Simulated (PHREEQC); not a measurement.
Nickel, zinc or cadmium bath: speciation

Make-up at 25 °C: 0.14 mol ZnSO4, 0.00053 mol NaOH and 0.0096 mol MnSO4 per kg of water. Closed to the air; pH follows from the charge balance.

All values are PHREEQC results (ion-association model, wateq4f.dat), not measurements.

Each row changes one thing in this solution. Precipitation was switched off in this run.

```csv
case,pH,ionic strength (mol/kgw),SO4-2 (mol/kgw),HSO4- (mol/kgw)
as made,7.18,0.284,0.0503,1.18e-7
MnSO4 left out,7.16,0.265,0.0469,1.16e-7
diluted 10-fold with water,6.89,0.0380,?,6.80e-8
NaOH left out,5.51,0.284,0.0502,5.45e-6
ZnSO4 replaced by CuSO4 at the same molality,4.84,0.296,?,3.76e-5
diluted 2-fold with water,7.09,?,0.0309,1.05e-7
NaOH from 0.00053 to 0.0053 mol/kgw,7.92,0.284,0.0511,?
```

Task: Some entries are withheld; supply them.

Result: 
- diluted 10-fold with water, SO4-2 (mol/kgw): 0.00915
- ZnSO4 replaced by CuSO4 at the same molality, SO4-2 (mol/kgw): 0.0740
- diluted 2-fold with water, ionic strength (mol/kgw): 0.152
- NaOH from 0.00053 to 0.0053 mol/kgw, HSO4- (mol/kgw): 2.17e-8

Some of these states are supersaturated (in Zn4(OH)6SO4, Zn(OH)2-e, Zincite(c) (slow to form), for instance).
